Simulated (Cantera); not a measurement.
Input (Python, Cantera) and output of one run.

```python
import numpy as np
import cantera as ct

gas_names = """
    B BCL BCLF BCL2 BCL3 BF BF2 BF3 BN B2 CL CLF CLF3 CL2 F F2 N NF NF2 NF3 N2
""".split()
cond_names = """
    B(b) B(L) BN(s)
""".split()


# ... load() reads the species with a 1 bar reference pressure and builds the phases ...
atoms = {
    'BN': {'B': 1, 'N': 1},
    'NF3': {'N': 1, 'F': 3},
    'N2': {'N': 2},
    'Cl2': {'CL': 2},
}
top_T = {'BN(s)': 3200}  # K; cautious upper limits of use, not melting points


# ... equilibrate(T, P, feed) seeds the gas with the atoms and calls Mixture.equilibrate('TP', solver="vcs", rtol=1e-11, max_steps=5000) ...
results = []
T = 1498.15  # K
P = 5400  # Pa
for m in [1.4, 2.9, 4.3, 5.8, 7.2, 8.7, 10, 12, 13]:
    feed = {'BN': 1, 'NF3': m, 'N2': 6.3, 'Cl2': 0.55}  # mol
    mix = equilibrate(T, P, feed)
    results.append((T, P, feed, dict(zip(mix.species_names, mix.species_moles))))
    x = sorted(zip(gas.X, gas.species_names), reverse=True)
    print(f"T = {T:g} K  P = {P:g} Pa  n(NF3) = {m:g} mol  gas = {mix.phase_moles(0):.4g} mol")
    print("   x: " + "  ".join(f"{s} {v:.3e}" for v, s in x if v > 1e-05))
    print("   condensed (mol): " + ("  ".join(f"{mix.phase(i).name} {mix.phase_moles(i):.4g}"
          for i in range(1, mix.n_phases) if mix.phase_moles(i) > 1e-12) or "none"))
```

Output:

```
T = 1498.15 K  P = 5400 Pa  n(NF3) = 1.4 mol  gas = 10.1 mol
   x: N2 7.429e-01  BF3 9.905e-02  F 6.105e-02  CLF 5.776e-02  CL 2.720e-02  CL2 1.200e-02  F2 2.753e-05
   condensed (mol): none
T = 1498.15 K  P = 5400 Pa  n(NF3) = 2.9 mol  gas = 15.04 mol
   x: N2 5.486e-01  F 3.117e-01  BF3 6.649e-02  CLF 6.587e-02  CL 6.074e-03  F2 7.176e-04  CL2 5.986e-04
   condensed (mol): none
T = 1498.15 K  P = 5400 Pa  n(NF3) = 4.3 mol  gas = 19.89 mol
   x: N2 4.499e-01  F 4.432e-01  CLF 5.159e-02  BF3 5.027e-02  CL 3.346e-03  F2 1.451e-03  CL2 1.816e-04
   condensed (mol): none
T = 1498.15 K  P = 5400 Pa  n(NF3) = 5.8 mol  gas = 25.11 mol
   x: F 5.280e-01  N2 3.863e-01  CLF 4.139e-02  BF3 3.983e-02  CL 2.253e-03  F2 2.059e-03  CL2 8.237e-05
   condensed (mol): none
T = 1498.15 K  P = 5400 Pa  n(NF3) = 7.2 mol  gas = 29.98 mol
   x: F 5.806e-01  N2 3.469e-01  CLF 3.487e-02  BF3 3.336e-02  F2 2.490e-03  CL 1.726e-03  CL2 4.835e-05
   condensed (mol): none
T = 1498.15 K  P = 5400 Pa  n(NF3) = 8.7 mol  gas = 35.2 mol
   x: F 6.208e-01  N2 3.168e-01  CLF 2.981e-02  BF3 2.841e-02  F2 2.846e-03  CL 1.380e-03  CL2 3.091e-05
   condensed (mol): none
T = 1498.15 K  P = 5400 Pa  n(NF3) = 10 mol  gas = 39.72 mol
   x: F 6.470e-01  N2 2.970e-01  CLF 2.647e-02  BF3 2.517e-02  F2 3.092e-03  CL 1.176e-03  CL2 2.243e-05
   condensed (mol): none
T = 1498.15 K  P = 5400 Pa  n(NF3) = 12 mol  gas = 46.69 mol
   x: F 6.775e-01  N2 2.742e-01  CLF 2.257e-02  BF3 2.142e-02  F2 3.390e-03  CL 9.578e-04  CL2 1.488e-05
   condensed (mol): none
T = 1498.15 K  P = 5400 Pa  n(NF3) = 13 mol  gas = 50.17 mol
   x: F 6.895e-01  N2 2.651e-01  CLF 2.102e-02  BF3 1.993e-02  F2 3.512e-03  CL 8.765e-04  CL2 1.246e-05
   condensed (mol): none
```

Cantera equilibrium calculation (NASA polynomials, part measured and part estimated; ideal gas, pure solids and liquids).
